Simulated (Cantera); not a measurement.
Cantera run, input and output.

```python
import numpy as np
import cantera as ct

gas = ct.Solution("gri30.yaml")


def delay(T, t_max=10):
    gas.TPX = T, 1000000, {'CH4': 1, 'H2': 0.077, 'O2': 2.08, 'N2': 6.24}
    reactor = ct.IdealGasReactor(gas, clone=False)
    net = ct.ReactorNet([reactor])
    net.rtol, net.atol = 1e-8, 1e-16
    while net.time < t_max:
        t_old, T_old = net.time, reactor.T
        net.step()
        if reactor.T > T + 400:  # ignition: a rise of 400 K
            return t_old + (T + 400 - T_old) / (reactor.T - T_old) * (net.time - t_old)
    return np.nan


taus = []
for T in [1250, 1325, 1400, 1475, 1550, 1625, 1700, 1775, 1850, 1925]:
    taus.append(delay(T))
    print(f"T0 = {T:6g} K   tau = {taus[-1]:.4e} s")
```

It prints:

```
T0 =   1250 K   tau = 9.1334e-04 s
T0 =   1325 K   tau = 4.5974e-04 s
T0 =   1400 K   tau = 2.3415e-04 s
T0 =   1475 K   tau = 1.2169e-04 s
T0 =   1550 K   tau = 6.5115e-05 s
T0 =   1625 K   tau = 3.6119e-05 s
T0 =   1700 K   tau = 2.0856e-05 s
T0 =   1775 K   tau = 1.2557e-05 s
T0 =   1850 K   tau = 7.8781e-06 s
T0 =   1925 K   tau = 5.1400e-06 s
```

Computed with Cantera and GRI-Mech 3.0 (53 species, 325 reactions).
